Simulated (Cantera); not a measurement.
A perfectly stirred reactor is fed with C2H6 : N2 = 1 : 19 (molar parts), at 10.00 Torr; it is held at 1798 K, and followed from long to short residence time.

Cantera simulation using GRI-Mech 3.0 (53 species, 325 reactions); the numbers are that mechanism's predictions, not measurements. GRI-Mech 3.0 stops at C3 and has no aromatics, soot or wall deposition, so with more carbon than oxygen in the feed, carbon stays in small species such as C2H2 where larger ones or solid carbon would form. Radical loss at walls, strong at low pressure, is not modelled.

Task: What does this change do: pressure from 10.00 Torr to 5.25 Torr?

Result: 
```csv
quantity,before,after
x(C2H6) at τ = 1.80 s,6.89e-6,1.14e-5
x(C2H) at τ = 1.80 s,4.30e-6,4.77e-6
x(H2) at τ = 1.80 s,0.0874,0.0865
x(C2H2) at τ = 1.80 s,0.0441,0.0439
x(CH3) at τ = 1.80 s,0.000413,0.000568
x(C2H6) at τ = 84.0 ms,0.000136,0.000223
x(C2H) at τ = 84.0 ms,5.16e-6,5.81e-6
x(H2) at τ = 84.0 ms,0.0786,0.0756
x(C2H2) at τ = 84.0 ms,0.0407,0.0394
x(CH3) at τ = 84.0 ms,0.00191,0.00266
```

Task: What does this change do: 0.31 parts H2O added?

Result: 
```tsv
quantity	before	after
x(C2H6) at τ = 1.80 s	6.89e-6	6.73e-6
x(C2H) at τ = 1.80 s	4.30e-6	3.38e-6
x(H2) at τ = 1.80 s	0.0874	0.0969
x(C2H2) at τ = 1.80 s	0.0441	0.0391
x(CH3) at τ = 1.80 s	0.000413	0.000434
x(C2H6) at τ = 84.0 ms	0.000136	0.000131
x(C2H) at τ = 84.0 ms	5.16e-6	4.84e-6
x(H2) at τ = 84.0 ms	0.0786	0.0801
x(C2H2) at τ = 84.0 ms	0.0407	0.0391
x(CH3) at τ = 84.0 ms	0.00191	0.00188
```
